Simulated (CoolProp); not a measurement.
A simple Rankine cycle with chloromethane (R40): condensing at 315.15 K, boiler at 5.4 MPa, turbine inlet 417.7 K, turbine efficiency 0.75, pump efficiency 0.6, no recuperator. Each further row changes one setting.

Model: reference Helmholtz-energy equation of state, Thol 2014, in CoolProp.

```json
[
 {"case": "as stated", "thermal efficiency (%)": "…", "net work (kJ/kg)": "45.7", "heat in (kJ/kg)": "371", "turbine exit temperature (K)": "315.2", "volume ratio over the turbine": "5.62"},
 {"case": "turbine inlet 437.7 K", "thermal efficiency (%)": "13.0", "net work (kJ/kg)": "53.0", "heat in (kJ/kg)": "…", "turbine exit temperature (K)": "…", "volume ratio over the turbine": "5.20"},
 {"case": "condensing temperature 307.15 K", "thermal efficiency (%)": "13.4", "net work (kJ/kg)": "51.7", "heat in (kJ/kg)": "384", "turbine exit temperature (K)": "307.1", "volume ratio over the turbine": "…"},
 {"case": "boiler pressure 3.78 MPa", "thermal efficiency (%)": "11.1", "net work (kJ/kg)": "45.7", "heat in (kJ/kg)": "411", "turbine exit temperature (K)": "…", "volume ratio over the turbine": "3.67"},
 {"case": "turbine efficiency 0.65", "thermal efficiency (%)": "10.4", "net work (kJ/kg)": "…", "heat in (kJ/kg)": "371", "turbine exit temperature (K)": "315.2", "volume ratio over the turbine": "5.74"}
]
```

Complete the blanks.


- as stated, thermal efficiency (%): 12.3
- turbine inlet 437.7 K, heat in (kJ/kg): 408
- turbine inlet 437.7 K, turbine exit temperature (K): 318.0
- condensing temperature 307.15 K, volume ratio over the turbine: 6.86
- boiler pressure 3.78 MPa, turbine exit temperature (K): 326.6
- turbine efficiency 0.65, net work (kJ/kg): 38.5

The expansion ends wet for: as stated; condensing temperature 307.15 K; turbine efficiency 0.65.
